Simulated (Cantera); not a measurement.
## Pb + H₂O + N₂ (metals in furnace atmospheres)

Input: 1 mol Pb, 0.084 mol H₂O, 78 mol N₂, held at 458 Torr.

Cantera equilibrium calculation (NASA polynomials, part measured and part estimated; ideal gas, pure solids and liquids). Candidate condensed phases: H₂O, Pb, PbO, PbO₂, Pb₃O₄; 27 gas species. The numbers say what is thermodynamically allowed, not how fast it happens.

```csv
T (K),log p N₂,log p Pb,log p H₂O,log p H₂,log p PbO,log p Pb₂,log p H,n Pb(s),n Pb(l)
600,-0.22,-11.29,-3.18,-7.92,<-12,<-12,<-12,1.000,0
700,-0.22,-8.95,-3.18,-7.62,<-12,<-12,<-12,0,1.000
800,-0.22,-7.21,-3.18,-7.38,-10.15,<-12,<-12,0,1.000
900,-0.22,-5.86,-3.18,-7.18,-8.13,-12.09,<-12,0,1.000
1000,-0.22,-4.79,-3.18,-6.77,-6.77,-10.29,-12.03,0,0.998
1100,-0.22,-3.92,-3.18,-6.04,-6.04,-8.83,-10.61,0,0.984
1200,-0.22,-3.19,-3.19,-5.43,-5.43,-7.62,-9.42,0,0.917
1300,-0.22,-2.58,-3.19,-4.93,-4.93,-6.60,-8.42,0,0.661
1400,-0.22,-2.11,-3.21,-4.52,-4.52,-5.84,-7.58,0,0
1500,-0.22,-2.12,-3.22,-4.38,-4.38,-6.00,-6.94,0,0
1600,-0.22,-2.12,-3.23,-4.25,-4.25,-6.13,-6.39,0,0
1700,-0.22,-2.12,-3.24,-4.13,-4.14,-6.26,-5.90,0,0
```
log p: log10 of the partial pressure in bar; n: condensed amount in mol.

At 600 K the condensed part is Pb(s). From 700 K to 1300 K the condensed part is Pb(l). From 1400 K to 1700 K nothing is condensed.
